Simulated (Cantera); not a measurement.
**Gas activation for diamond growth**

An isothermal, constant-pressure homogeneous reactor starts with 0.178 % CH₄, 99.0 % H₂, 0.832 % O₂, equivalence ratio 60, at 2725 K and 0.138 atm.

Computed with Cantera and GRI-Mech 3.0 (53 species, 325 reactions).

| t (s) | x CH₄ | x H₂ | x O₂ | x CO | x CH₂CO | x HO₂ | x C₂H₄ |
|---|---|---|---|---|---|---|---|
| 3.00e-5 | 0.00150 | 0.978 | 0.00526 | 5.99e-6 | 7.27e-10 | 9.77e-6 | 2.06e-7 |
| 9.98e-5 | 0.00113 | 0.957 | 3.74e-5 | 4.54e-5 | 5.60e-9 | 3.69e-8 | 1.02e-6 |
| 0.000332 | 0.000700 | 0.945 | 2.76e-8 | 0.000182 | 4.81e-8 | 6.36e-11 | 8.83e-7 |
| 0.00111 | 0.000138 | 0.925 | 6.44e-8 | 0.000783 | 9.83e-8 | 1.06e-10 | 1.32e-7 |
| 0.00368 | 3.98e-6 | 0.894 | 1.46e-7 | 0.00166 | 5.34e-9 | 1.63e-10 | 1.70e-9 |
| 0.0122 | 3.23e-12 | 0.847 | 3.69e-7 | 0.00166 | <1e-12 | 2.74e-10 | <1e-12 |
| 0.0408 | 2.07e-12 | 0.831 | 4.66e-7 | 0.00165 | <1e-12 | 3.11e-10 | <1e-12 |
| 0.136 | 2.07e-12 | 0.831 | 4.67e-7 | 0.00165 | <1e-12 | 3.11e-10 | <1e-12 |
| 0.451 | 2.07e-12 | 0.831 | 4.67e-7 | 0.00165 | <1e-12 | 3.11e-10 | <1e-12 |
| 1.50 | 2.07e-12 | 0.831 | 4.67e-7 | 0.00165 | <1e-12 | 3.11e-10 | <1e-12 |
| 5.00 | 2.07e-12 | 0.831 | 4.67e-7 | 0.00165 | <1e-12 | 3.11e-10 | <1e-12 |
x: mole fraction; the columns are a selection and need not sum to one.

Equilibrium at this temperature and pressure: CH₄ 2.21e-12, H₂ 0.831, O₂ 4.67e-7, CO 0.00165, CH₂CO <1e-12, HO₂ 3.11e-10, C₂H₄ <1e-12 (gas phase only).
